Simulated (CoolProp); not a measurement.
Vapour-liquid equilibrium of carbon dioxide (1) + neopentane (2) at -11.55 °C; x and y are mole fractions of (1).

The numbers come from the multi-fluid Helmholtz-energy mixture model, Span 1996 and Lemmon 2006; pair parameters Bell 2016 in CoolProp.

| x | bubble pressure, mixture model (MPa) | bubble pressure, Raoult's law (MPa) | y, mixture model | y, Raoult's law |
|---|---|---|---|---|
| 0.05 | 0.2160 | 0.1686 | 0.795 | 0.751 |
| 0.2 | 0.7411 | 0.5420 | 0.940 | 0.935 |
| 0.35 | 1.180 | 0.9155 | 0.963 | 0.969 |
| 0.5 | 1.498 | 1.289 | 0.972 | 0.983 |
| 0.65 | 1.747 | 1.662 | 0.978 | 0.991 |
| 0.8 | 2.014 | 2.036 | 0.985 | 0.996 |
| 0.95 | 2.380 | 2.409 | 0.995 | 0.999 |

The largest gap from Raoult's law is +36.7 % in bubble pressure, at x = 0.2. No azeotrope shows between x = 0.05 and 0.95.

Pair parameters are fitted to limited data, so mixtures are less certain than the pure fluids. The gap from Raoult's law changes sign with composition, which may be real or a fault of the pair parameters; it wasn't checked against measurements.
